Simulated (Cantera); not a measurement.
An isothermal, constant-pressure homogeneous reactor starts with NH₃ : H₂ = 1 : 4.4 (molar parts), at 1725 K and 0.132 atm.

Detailed kinetics in Cantera: the gas-phase N/H chemistry of the illustrative SiF4/NH3 mechanism in the Surface Chemkin manual (1991). Walls and surfaces, which speed up NH3 decomposition in real reactors, are not modelled.

Q: Predict: x(NH₃) at 70.0 s; x(H₂) at 70.0 s; x(H) at 70.0 s; x(N) at 70.0 s; x(NH) at 70.0 s; x(N₂) at 70.0 s.

A: 
```json
{
  "x(NH₃) at 70.0 s": "0.00374 (gas-phase equilibrium 1.12e-6)",
  "x(H₂) at 70.0 s": "0.919 (gas-phase equilibrium 0.921)",
  "x(H) at 70.0 s": "0.000457 (gas-phase equilibrium 0.000491)",
  "x(N) at 70.0 s": "1.87e-8 (gas-phase equilibrium 6.93e-12)",
  "x(NH) at 70.0 s": "1.33e-7 (gas-phase equilibrium 4.58e-11)",
  "x(N₂) at 70.0 s": "0.0765 (gas-phase equilibrium 0.0781)"
}
```
